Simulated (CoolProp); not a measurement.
The fluid at 243.44 K and 7.92 MPa is throttled through a valve to 2.96 MPa with no heat exchange. The same conditions are run with several fluids, on thermodynamics alone (safety and materials aside).

Values from CoolProp's reference Helmholtz-energy equation of state of each fluid (fluorine: de Reuck 1990; normal hydrogen: Leachman 2009; nitrogen: Span 2000; carbon monoxide: Lemmon 2006; oxygen: Schmidt 1985).

| fluid | temperature change (K) | final phase | final density (kg/m³) |
|---|---|---|---|
| fluorine | (withheld) | gas | (withheld) |
| normal hydrogen | +1.1 | supercritical | 2.88 |
| nitrogen | -13.8 | gas | (withheld) |
| carbon monoxide | -15.8 | gas | (withheld) |
| oxygen | -18.5 | gas | 53.8 |

### Question
Complete the blanks.

### Answer

- fluorine, temperature change (K): -13.4
- fluorine, final density (kg/m³): 61.2
- nitrogen, final density (kg/m³): 44.9
- carbon monoxide, final density (kg/m³): 45.8
